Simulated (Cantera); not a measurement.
What does this Cantera script print?

```python
import numpy as np
import cantera as ct

gas_names = """
    H HO2 H2 H2O H2O2 O OH O2 O3 Ti TiO TiO2
""".split()
cond_names = """
    H2O(s) H2O(L) Ti(a) Ti(b) Ti(L) TiO(a) TiO(b) TiO(L) TiO2(ru) TiO2(L) Ti2O3(a) Ti2O3(b) Ti2O3(L)
    Ti3O5(a) Ti3O5(b) Ti3O5(L) Ti4O7(s) Ti4O7(L)
""".split()


# ... load() reads the species with a 1 bar reference pressure and builds the phases ...
atoms = {
    'Ti': {'Ti': 1},
    'O2': {'O': 2},
    'H2': {'H': 2},
    'H2O': {'H': 2, 'O': 1},
}
top_T = {}  # K; cautious upper limits of use, not melting points


# ... equilibrate(T, P, feed) seeds the gas with the atoms and calls Mixture.equilibrate('TP', solver="vcs", rtol=1e-11, max_steps=5000) ...
results = []
T = 1325  # K
P = 1500  # Pa
for m in [0.2, 0.32, 0.43, 0.54, 0.66, 0.77, 0.88, 1, 1.1]:
    feed = {'Ti': 1, 'O2': m, 'H2': 110, 'H2O': 0.44}  # mol
    mix = equilibrate(T, P, feed)
    results.append((T, P, feed, dict(zip(mix.species_names, mix.species_moles))))
    x = sorted(zip(gas.X, gas.species_names), reverse=True)
    print(f"T = {T:g} K  P = {P:g} Pa  n(O2) = {m:g} mol  gas = {mix.phase_moles(0):.4g} mol")
    print("   x: " + "  ".join(f"{s} {v:.3e}" for v, s in x if v > 1e-06))
    print("   condensed (mol): " + ("  ".join(f"{mix.phase(i).name} {mix.phase_moles(i):.4g}"
          for i in range(1, mix.n_phases) if mix.phase_moles(i) > 1e-12) or "none"))
```

Result:

```
T = 1325 K  P = 1500 Pa  n(O2) = 0.2 mol  gas = 110.4 mol
   x: H2 1.000e+00  H 1.335e-05
   condensed (mol): Ti(b) 0.16  TiO(b) 0.84
T = 1325 K  P = 1500 Pa  n(O2) = 0.32 mol  gas = 110.4 mol
   x: H2 1.000e+00  H 1.335e-05  H2O 1.180e-06
   condensed (mol): TiO(b) 0.8403  Ti2O3(b) 0.07987
T = 1325 K  P = 1500 Pa  n(O2) = 0.43 mol  gas = 110.4 mol
   x: H2 1.000e+00  H 1.335e-05  H2O 1.180e-06
   condensed (mol): TiO(b) 0.4003  Ti2O3(b) 0.2999
T = 1325 K  P = 1500 Pa  n(O2) = 0.54 mol  gas = 110.4 mol
   x: H2 9.999e-01  H2O 9.798e-05  H 1.335e-05
   condensed (mol): Ti2O3(b) 0.4725  Ti3O5(b) 0.01836
T = 1325 K  P = 1500 Pa  n(O2) = 0.66 mol  gas = 110.4 mol
   x: H2 9.992e-01  H2O 7.866e-04  H 1.335e-05
   condensed (mol): Ti3O5(b) 0.3075  Ti4O7(s) 0.01937
T = 1325 K  P = 1500 Pa  n(O2) = 0.77 mol  gas = 110.4 mol
   x: H2 9.979e-01  H2O 2.083e-03  H 1.334e-05
   condensed (mol): Ti4O7(s) 0.25
T = 1325 K  P = 1500 Pa  n(O2) = 0.88 mol  gas = 110.4 mol
   x: H2 9.962e-01  H2O 3.775e-03  H 1.333e-05
   condensed (mol): TiO2(ru) 0.1324  Ti4O7(s) 0.2169
T = 1325 K  P = 1500 Pa  n(O2) = 1 mol  gas = 110.4 mol
   x: H2 9.960e-01  H2O 3.984e-03  H 1.333e-05
   condensed (mol): TiO2(ru) 1
T = 1325 K  P = 1500 Pa  n(O2) = 1.1 mol  gas = 110.4 mol
   x: H2 9.942e-01  H2O 5.795e-03  H 1.331e-05
   condensed (mol): TiO2(ru) 1
```

Equilibrium computed with Cantera from the NASA thermochemical tables; the gas is ideal and each condensed phase is pure. Mutual solubility and eutectic melting of coexisting phases are not modelled. TiO: taken at fixed stoichiometry. Condensed phases not in the tables: Magnéli phases beyond Ti4O7, N, O or C dissolved in the metal.
